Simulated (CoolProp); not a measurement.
Model: reference Helmholtz-energy equation of state, Lemmon 2006, in CoolProp. It is a short technical equation, of lower accuracy than the large ones.

Q: Give the vapour pressure (bar), vapour density (kg/m³), enthalpy of vaporisation (kJ/kg), surface tension (mN/m) of saturated CH3F (R41) at -108.65, -92.75 °C.

A: 
```tsv
T (°C)	p (bar)	vapour density (kg/m³)	enthalpy of vaporisation (kJ/kg)	surface tension (mN/m)
-108.65	0.134	0.339	527	20.4
-92.75	0.427	0.994	507	17.8
```

Surface tension comes from a separate correlation (Mulero 2012).
